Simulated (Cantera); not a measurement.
A Cantera script and what it prints.

```python
import numpy as np
import cantera as ct

gas_names = """
    H H2 Si SiH SiH2 SiH3 SiH4 Si2 Si3
""".split()
cond_names = """
    Si(cr) Si(L)
""".split()


# ... load() reads the species with a 1 bar reference pressure and builds the phases ...
atoms = {
    'Si': {'Si': 1},
    'H2': {'H': 2},
}
top_T = {}  # K; cautious upper limits of use, not melting points


# ... equilibrate(T, P, feed) seeds the gas with the atoms and calls Mixture.equilibrate('TP', solver="vcs", rtol=1e-11, max_steps=5000) ...
results = []
feed = {'Si': 1, 'H2': 2.2}  # mol
T = 1350  # K
P = 170000  # Pa
mix = equilibrate(T, P, feed)
results.append((T, P, feed, dict(zip(mix.species_names, mix.species_moles))))
print(gas.report(threshold=0.0001))
for i in range(1, mix.n_phases):
    print(f"{mix.phase(i).name:16s} {mix.phase_moles(i):12.5e} mol")
```

It prints:

```
       temperature   1350 K
          pressure   1.7e+05 Pa
           density   0.030534 kg/m^3
  mean mol. weight   2.016 kg/kmol
   phase of matter   gas

                          1 kg             1 kmol
                     ---------------   ---------------
          enthalpy        1.5638e+07        3.1526e+07  J
   internal energy         1.007e+07        2.0302e+07  J
           entropy             84872        1.7111e+05  J/K
    Gibbs function        -9.894e+07       -1.9947e+08  J
 heat capacity c_p             15744             31741  J/K
 heat capacity c_v             11620             23427  J/K

                      mass frac. Y      mole frac. X     chem. pot. / RT
                     ---------------   ---------------   ---------------
                H2           0.99997                 1           -17.771
     [   +8 minor]        2.6247e-05        3.4292e-06

Si(cr)            9.99996e-01 mol
```

Equilibrium computed with Cantera from the NASA thermochemical tables; the gas is ideal and each condensed phase is pure.
